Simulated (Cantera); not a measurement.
What does this Cantera script print?

```python
import numpy as np
import cantera as ct

gas_names = """
    H HNO HNO2 HNO3 HO2 H2 H2O H2O2 N NH NH2 NH3 NH2OH NO NO2 NO3 N2 N2H2 N2H4 N2O O OH O2 O3 Si SiH
    SiH2 SiH3 SiH4 SiN SiO SiO2 Si2 Si2N Si3
""".split()
cond_names = """
    H2O(s) H2O(L) Si(cr) Si(L) SiO2(Lqz) SiO2(hqz) SiO2(L) Si2N2O(s) Si3N4(a)
""".split()


# ... load() reads the species with a 1 bar reference pressure and builds the phases ...
atoms = {
    'Si': {'Si': 1},
    'H2O': {'H': 2, 'O': 1},
    'N2': {'N': 2},
}
top_T = {'Si2N2O(s)': 2100, 'Si3N4(a)': 2400}  # K; cautious upper limits of use, not melting points


# ... equilibrate(T, P, feed) seeds the gas with the atoms and calls Mixture.equilibrate('TP', solver="vcs", rtol=1e-11, max_steps=5000) ...
results = []
feed = {'Si': 1, 'H2O': 0.01, 'N2': 700}  # mol
P = 34000  # Pa
for T in [900, 1000, 1100, 1200, 1300, 1400, 1500, 1600, 1700, 1800, 1900, 2000, 2100, 2200]:
    mix = equilibrate(T, P, feed)
    results.append((T, P, feed, dict(zip(mix.species_names, mix.species_moles))))
    x = sorted(zip(gas.X, gas.species_names), reverse=True)
    print(f"T = {T:g} K  P = {P:g} Pa  gas = {mix.phase_moles(0):.4g} mol")
    print("   x: " + "  ".join(f"{s} {v:.3e}" for v, s in x if v > 0.0001))
    print("   condensed (mol): " + ("  ".join(f"{mix.phase(i).name} {mix.phase_moles(i):.4g}"
          for i in range(1, mix.n_phases) if mix.phase_moles(i) > 1e-12) or "none"))
```

Result:

```
T = 900 K  P = 34000 Pa  gas = 699.3 mol
   x: N2 1.000e+00
   condensed (mol): Si2N2O(s) 0.01  Si3N4(a) 0.3267
T = 1000 K  P = 34000 Pa  gas = 699.3 mol
   x: N2 1.000e+00
   condensed (mol): Si2N2O(s) 0.01  Si3N4(a) 0.3267
T = 1100 K  P = 34000 Pa  gas = 699.3 mol
   x: N2 1.000e+00
   condensed (mol): Si2N2O(s) 0.01  Si3N4(a) 0.3267
T = 1200 K  P = 34000 Pa  gas = 699.3 mol
   x: N2 1.000e+00
   condensed (mol): Si2N2O(s) 0.01  Si3N4(a) 0.3267
T = 1300 K  P = 34000 Pa  gas = 699.3 mol
   x: N2 1.000e+00
   condensed (mol): Si2N2O(s) 0.01  Si3N4(a) 0.3267
T = 1400 K  P = 34000 Pa  gas = 699.3 mol
   x: N2 1.000e+00
   condensed (mol): Si2N2O(s) 0.009997  Si3N4(a) 0.3267
T = 1500 K  P = 34000 Pa  gas = 699.3 mol
   x: N2 1.000e+00
   condensed (mol): Si2N2O(s) 0.009908  Si3N4(a) 0.3267
T = 1600 K  P = 34000 Pa  gas = 699.3 mol
   x: N2 1.000e+00
   condensed (mol): Si2N2O(s) 0.008341  Si3N4(a) 0.3272
T = 1700 K  P = 34000 Pa  gas = 699.4 mol
   x: N2 1.000e+00
   condensed (mol): Si3N4(a) 0.33
T = 1800 K  P = 34000 Pa  gas = 699.4 mol
   x: N2 1.000e+00
   condensed (mol): Si3N4(a) 0.3297
T = 1900 K  P = 34000 Pa  gas = 699.4 mol
   x: N2 1.000e+00
   condensed (mol): Si3N4(a) 0.3272
T = 2000 K  P = 34000 Pa  gas = 699.5 mol
   x: N2 9.999e-01
   condensed (mol): Si3N4(a) 0.304
T = 2100 K  P = 34000 Pa  gas = 700.3 mol
   x: N2 9.995e-01  Si 3.924e-04
   condensed (mol): Si(L) 0.5926
T = 2200 K  P = 34000 Pa  gas = 700.8 mol
   x: N2 9.987e-01  Si 1.048e-03  Si2N 1.099e-04  SiN 1.031e-04
   condensed (mol): none
```

These are equilibrium values from Cantera (NASA tables, ideal gas, pure condensed phases), not measurements of a reactor. N2 is the only nitrogen source here; it is nearly inert below about 1500 K, so the nitride shown seldom forms there in practice. Mutual solubility and eutectic melting of coexisting phases are not modelled. The tables' values for SiN are old estimates; treat these amounts as uncertain.
